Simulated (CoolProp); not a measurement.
Properties of R134a along the isobar 4.29 MPa (Tc = 374.2 K, pc = 4.059 MPa, ω = 0.327).

Model: reference Helmholtz-energy equation of state, Tillner-Roth 1994, in CoolProp.

| T (K) | phase | density (kg/m³) | cv (kJ/(kg K)) | viscosity (µPa s) |
|---|---|---|---|---|
| 359.5 | liquid | 926.8 | 1.012 | 89.5 |
| 366.3 | liquid | 862.5 | 1.036 | 76.8 |
| 373.1 | liquid | 758.5 | 1.086 | 60.5 |
| 380 | supercritical | 325.9 | 1.143 | 23.3 |
| 386.8 | supercritical | 258.1 | 1.080 | 20.7 |
| 393.6 | supercritical | 228.1 | 1.057 | 20.0 |
| 400.4 | supercritical | 208.7 | 1.046 | 19.7 |
| 407.2 | supercritical | 194.4 | 1.041 | 19.6 |
| 414.1 | supercritical | 183.0 | 1.040 | 19.5 |
| 420.9 | supercritical | 173.8 | 1.041 | 19.6 |
| 427.7 | supercritical | 166.0 | 1.043 | 19.7 |
| 434.5 | supercritical | 159.2 | 1.047 | 19.8 |
| 441.4 | supercritical | 153.2 | 1.052 | 20.0 |
| 448.2 | supercritical | 147.9 | 1.057 | 20.2 |
| 455 | supercritical | 143.2 | 1.063 | 20.4 |

Viscosity comes from a separate model (Huber 2003), an estimate that may be off by 10 % or more.
